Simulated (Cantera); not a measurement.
**Catalytic combustion on Pt**

An isothermal plug-flow reactor at 550 K and 5.00 bar (inlet), inlet velocity 0.69 m/s, active area per volume 2300 1/m; feed H2 : O2 : N2 : H2O = 0.0045 : 0.026 : 0.79 : 0.0086 (molar parts), equivalence ratio 0.087.

Detailed kinetics in Cantera: Deutschmann's 1995 Pt surface mechanism with GRI-Mech 3.0 gas chemistry. Catalytic surfaces can have several steady states; this one follows from the mechanism file's or the stated starting coverage. Mass transfer to the wall is taken as infinitely fast.

```json
[
 {"z (m)": "4.1e-05", "x H2": "0.00262", "x O2": "0.0300", "x H2O": "0.0132", "θ free Pt": "0.136", "θ O*": "0.801", "θ OH*": "0.0624"},
 {"z (m)": "8.8e-05", "x H2": "0.00163", "x O2": "0.0295", "x H2O": "0.0142", "θ free Pt": "0.0859", "θ O*": "0.861", "θ OH*": "0.0525"},
 {"z (m)": "0.00019", "x H2": "0.000889", "x O2": "0.0292", "x H2O": "0.0149", "θ free Pt": "0.0474", "θ O*": "0.912", "θ OH*": "0.0407"},
 {"z (m)": "0.00041", "x H2": "0.000446", "x O2": "0.0289", "x H2O": "0.0154", "θ free Pt": "0.0240", "θ O*": "0.946", "θ OH*": "0.0298"},
 {"z (m)": "0.00088", "x H2": "0.000216", "x O2": "0.0288", "x H2O": "0.0156", "θ free Pt": "0.0116", "θ O*": "0.967", "θ OH*": "0.0211"},
 {"z (m)": "0.0019", "x H2": "0.000102", "x O2": "0.0288", "x H2O": "0.0157", "θ free Pt": "0.00549", "θ O*": "0.980", "θ OH*": "0.0146"},
 {"z (m)": "0.0041", "x H2": "4.73e-5", "x O2": "0.0287", "x H2O": "0.0158", "θ free Pt": "0.00257", "θ O*": "0.987", "θ OH*": "0.0100"}
]
```
x: gas mole fraction; θ: surface coverage.
